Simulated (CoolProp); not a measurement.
A single-stage vapour-compression cycle with R507A: evaporating at 211.15 K (dew point), condensing at 277.15 K (bubble point), superheat 2 K, subcooling 0 K, compressor efficiency 0.7, no pressure losses. Each further row changes one setting.

Values from CoolProp's reference Helmholtz-energy equation of state, Lemmon 2003. It is a pseudo-pure fit of the blend.

```csv
case,cooling COP,pressure ratio,discharge temperature (K),refrigerating effect (kJ/kg),volumetric capacity (kJ/m³)
as stated,…,15.5,319.4,123,321
evaporating temperature 216.15 K,1.80,11.8,314.5,126,426
condensing temperature 272.15 K,1.78,13.3,312.9,130,339
subcooling 5 K,1.67,15.5,319.4,130,339
superheat 12 K,…,15.5,330.9,130,…
compressor efficiency 0.6,1.35,15.5,332.5,123,321
```

**Question.** Some entries are withheld; supply them.

**Answer.** 
- as stated, cooling COP: 1.58
- superheat 12 K, cooling COP: 1.59
- superheat 12 K, volumetric capacity (kJ/m³): 323
